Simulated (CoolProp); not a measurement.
Vapour-liquid equilibrium of carbon dioxide (1) + CH3F (R41) (2) at 260.1 K; x and y are mole fractions of (1).

The numbers come from the multi-fluid Helmholtz-energy mixture model, Span 1996 and Lemmon 2006; pair parameters Bell 2016 in CoolProp.

| x | bubble pressure (bar) | y at the bubble point | dew pressure at overall composition x (bar) | liquid density (mol/L) |
|---|---|---|---|---|
| 0.05 | 14.56 | 0.073 | 14.40 | 21.24 |
| 0.15 | 15.49 | 0.207 | 15.08 | 21.38 |
| 0.25 | 16.40 | 0.329 | 15.80 | 21.53 |
| 0.35 | 17.32 | 0.440 | 16.57 | 21.68 |
| 0.45 | 18.26 | 0.545 | 17.40 | 21.84 |
| 0.55 | 19.23 | 0.642 | 18.31 | ? |
| 0.65 | 20.24 | 0.733 | 19.31 | 22.17 |
| 0.75 | ? | 0.818 | 20.44 | 22.33 |
| 0.85 | 22.45 | 0.896 | 21.76 | 22.48 |
| 0.95 | ? | 0.967 | 23.33 | 22.62 |

Task: Fill in the missing entries.

Result: 
- 0.55, liquid density (mol/L): 22.01
- 0.75, bubble pressure (bar): 21.32
- 0.95, bubble pressure (bar): 23.64

No azeotrope shows between x = 0.05 and 0.95.

Pair parameters are fitted to limited data, so mixtures are less certain than the pure fluids.
